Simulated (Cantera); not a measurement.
**Gas activation for diamond growth**

An isothermal, constant-pressure homogeneous reactor starts with 2.15 % CH₄, 97.8 % H₂, 0.0352 % N₂, at 2150 K and 0.0188 atm.

Cantera simulation using GRI-Mech 3.0 (53 species, 325 reactions); the numbers are that mechanism's predictions, not measurements. GRI-Mech 3.0 stops at C3 and has no aromatics, soot or wall deposition, so with more carbon than oxygen in the feed, carbon stays in small species such as C2H2 where larger ones or solid carbon would form. Radical loss at walls, strong at low pressure, is not modelled.

```json
[
 {"t (s)": "1.00e-5", "x CH₄": "0.0215", "x H₂": "0.978", "x CH₂": "2.07e-10", "x H": "1.81e-5", "x C₂H": "<1e-12"},
 {"t (s)": "2.42e-5", "x CH₄": "0.0215", "x H₂": "0.978", "x CH₂": "1.28e-9", "x H": "4.78e-5", "x C₂H": "<1e-12"},
 {"t (s)": "5.88e-5", "x CH₄": "0.0215", "x H₂": "0.978", "x CH₂": "8.15e-9", "x H": "0.000123", "x C₂H": "<1e-12"},
 {"t (s)": "0.000143", "x CH₄": "0.0214", "x H₂": "0.978", "x CH₂": "5.24e-8", "x H": "0.000308", "x C₂H": "<1e-12"},
 {"t (s)": "0.000346", "x CH₄": "0.0212", "x H₂": "0.977", "x CH₂": "3.18e-7", "x H": "0.000753", "x C₂H": "4.06e-12"},
 {"t (s)": "0.000838", "x CH₄": "0.0207", "x H₂": "0.976", "x CH₂": "1.78e-6", "x H": "0.00182", "x C₂H": "3.40e-10"},
 {"t (s)": "0.00203", "x CH₄": "0.0194", "x H₂": "0.974", "x CH₂": "8.62e-6", "x H": "0.00431", "x C₂H": "1.96e-8"},
 {"t (s)": "0.00492", "x CH₄": "0.0152", "x H₂": "0.971", "x CH₂": "2.53e-5", "x H": "0.00874", "x C₂H": "4.49e-7"},
 {"t (s)": "0.0119", "x CH₄": "0.00727", "x H₂": "0.972", "x CH₂": "2.64e-5", "x H": "0.0125", "x C₂H": "2.30e-6"},
 {"t (s)": "0.0289", "x CH₄": "0.00214", "x H₂": "0.972", "x CH₂": "1.38e-5", "x H": "0.0156", "x C₂H": "4.37e-6"},
 {"t (s)": "0.0702", "x CH₄": "0.000522", "x H₂": "0.970", "x CH₂": "5.30e-6", "x H": "0.0190", "x C₂H": "5.92e-6"},
 {"t (s)": "0.170", "x CH₄": "0.000130", "x H₂": "0.967", "x CH₂": "1.89e-6", "x H": "0.0225", "x C₂H": "7.21e-6"},
 {"t (s)": "0.412", "x CH₄": "3.53e-5", "x H₂": "0.963", "x CH₂": "7.13e-7", "x H": "0.0264", "x C₂H": "8.50e-6"},
 {"t (s)": "1.00", "x CH₄": "1.44e-5", "x H₂": "0.960", "x CH₂": "3.65e-7", "x H": "0.0294", "x C₂H": "9.50e-6"}
]
```
x: mole fraction; the columns are a selection and need not sum to one.

Equilibrium at this temperature and pressure: CH₄ 1.19e-5, H₂ 0.959, CH₂ 3.19e-7, H 0.0302, C₂H 9.50e-6 (gas phase only).
